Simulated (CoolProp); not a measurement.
The numbers come from the reference Helmholtz-energy equation of state, Lemmon 2006 in CoolProp. It is a short technical equation, of lower accuracy than the large ones.

Question: For R142b, give the phase and the cv (kJ/(kg K)), viscosity (µPa s), conductivity (mW/(m K)) at 385.3 K and 0.0706 MPa.

Answer: 
- 385.3 K and 0.0706 MPa: gas; cv 0.889, viscosity 13.4, conductivity 17.7

Viscosity comes from a separate model (Huber 2003), an estimate that may be off by 10 % or more. Thermal conductivity comes from a separate model (Huber 2003), an estimate that may be off by 10 % or more.
